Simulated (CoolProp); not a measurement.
The numbers come from the reference Helmholtz-energy equation of state, Thol 2017 in CoolProp.

Q: For octamethyltrisiloxane (MDM), give the phase and the Z, cp (kJ/(kg K)), expansivity (1/kK), fugacity coefficient at -20.55 °C and 0.0124 MPa.

A: 
- -20.55 °C and 0.0124 MPa: liquid; Z 0.00162, cp 1.69, expansivity 1.14, fugacity coefficient 0.00102
